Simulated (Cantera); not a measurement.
**PbI2 + N2 (halide evaporation, hydrolysis and transport)**

A closed system holds: 1 mol PbI2, 8.1 mol N2, equilibrated at 1.00 bar.

Equilibrium computed with Cantera from the NASA thermochemical tables; the gas is ideal and each condensed phase is pure. Candidate condensed phases: I2, Pb, PbI2; 9 gas species. The tables' values for PbI4 are old estimates; treat these amounts as uncertain. Equilibrium is a limit: real reactors are often held back by kinetics, nucleation or transport.

| T (K) | x N2 | x I | x PbI2 | x PbI | x Pb |
|---|---|---|---|---|---|
| 1325 | 0.888 | 0.00275 | 0.0834 | 0.0161 | 0.00172 |
| 1375 | 0.885 | 0.00532 | 0.0829 | 0.0170 | 0.00181 |
| 1425 | 0.882 | 0.00946 | 0.0820 | 0.0184 | 0.00203 |
| 1475 | 0.876 | 0.0154 | 0.0801 | 0.0207 | 0.00247 |
| 1525 | 0.869 | 0.0230 | 0.0769 | 0.0238 | 0.00324 |
| 1575 | 0.861 | 0.0319 | 0.0720 | 0.0278 | 0.00450 |
| 1625 | 0.853 | 0.0417 | 0.0654 | 0.0323 | 0.00637 |
| 1675 | 0.843 | 0.0524 | 0.0577 | 0.0367 | 0.00897 |
| 1725 | 0.833 | 0.0637 | 0.0494 | 0.0407 | 0.0124 |
| 1775 | 0.822 | 0.0756 | 0.0410 | 0.0437 | 0.0166 |
| 1825 | 0.812 | 0.0876 | 0.0329 | 0.0455 | 0.0217 |
| 1875 | 0.801 | 0.0994 | 0.0256 | 0.0459 | 0.0274 |
| 1925 | 0.791 | 0.111 | 0.0194 | 0.0448 | 0.0335 |
| 1975 | 0.782 | 0.121 | 0.0142 | 0.0424 | 0.0399 |
x: gas mole fraction; nothing condenses.

From 1325 K to 1975 K nothing is condensed. The main Pb-bearing gas is PbI2 at 1325 K and PbI at 1975 K.
